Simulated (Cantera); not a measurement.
# Thermodynamics of abatement and gas-phase synthesis, feed HBr + O2

Charge: 1 mol HBr, 3.5 mol O2, equilibrated at 0.133 bar.

Equilibrium computed with Cantera from the NASA thermochemical tables; the gas is ideal and each condensed phase is pure. Candidate condensed phases: Br2, H2O; 12 gas species. The numbers say what is thermodynamically allowed, not how fast it happens.

| T (K) | x O2 | x Br | x H2O | x HBr | x Br2 | x OH | x O | x H2 |
|---|---|---|---|---|---|---|---|---|
| 1700 | 0.698 | 0.177 | 0.0954 | 0.0214 | 0.00714 | 0.000794 | 0.000102 | 6.29e-6 |
| 1725 | 0.697 | 0.180 | 0.0954 | 0.0211 | 0.00597 | 0.000937 | 0.000133 | 8.13e-6 |
| 1750 | 0.696 | 0.182 | 0.0954 | 0.0207 | 0.00501 | 0.00110 | 0.000171 | 1.04e-5 |
| 1775 | 0.695 | 0.184 | 0.0954 | 0.0203 | 0.00420 | 0.00129 | 0.000219 | 1.33e-5 |
| 1800 | 0.694 | 0.185 | 0.0954 | 0.0199 | 0.00354 | 0.00150 | 0.000278 | 1.69e-5 |
| 1825 | 0.693 | 0.187 | 0.0954 | 0.0195 | 0.00299 | 0.00174 | 0.000350 | 2.13e-5 |
| 1850 | 0.693 | 0.188 | 0.0953 | 0.0191 | 0.00253 | 0.00202 | 0.000440 | 2.66e-5 |
| 1875 | 0.692 | 0.189 | 0.0953 | 0.0188 | 0.00215 | 0.00232 | 0.000548 | 3.31e-5 |
| 1900 | 0.692 | 0.190 | 0.0953 | 0.0184 | 0.00183 | 0.00266 | 0.000679 | 4.09e-5 |
| 1925 | 0.691 | 0.190 | 0.0952 | 0.0180 | 0.00156 | 0.00304 | 0.000838 | 5.02e-5 |
| 1950 | 0.690 | 0.191 | 0.0951 | 0.0176 | 0.00134 | 0.00346 | 0.00103 | 6.14e-5 |
| 1975 | 0.690 | 0.192 | 0.0950 | 0.0173 | 0.00115 | 0.00393 | 0.00125 | 7.46e-5 |
x: gas mole fraction; nothing condenses.

From 1700 K to 1975 K nothing is condensed.
